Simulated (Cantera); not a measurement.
Input: 1 mol Cu, 0.0098 mol O2, 130 mol N2, 16 mol H2O, at 3.10 mbar.

Cantera equilibrium calculation (NASA polynomials, part measured and part estimated; ideal gas, pure solids and liquids). Candidate condensed phases: Cu, CuO, Cu(OH)2, Cu2O, H2O; 27 gas species. Mutual solubility and eutectic melting of coexisting phases are not modelled. Equilibrium is a limit: real reactors are often held back by kinetics, nucleation or transport.

### Question
What share of the Cu ends up in condensed phases as a function of T (K), at 625, 725, 825, 925, 1025, 1125, 1225, 1325, 1425, 1525, 1625?

### Answer
```tsv
T (K)	Cu condensed (%)	as
625	100.0	Cu(s) + Cu2O(s)
725	100.0	Cu(s) + Cu2O(s)
825	100.0	Cu(s) + Cu2O(s)
925	100.0	Cu(s) + Cu2O(s)
1025	100.0	Cu(s) + Cu2O(s)
1125	100.0	Cu(s) + Cu2O(s)
1225	99.9	Cu(s) + Cu2O(s)
1325	98.7	Cu(s)
1425	89.8	Cu(l)
1525	41.1	Cu(l)
1625	0.0	-
```
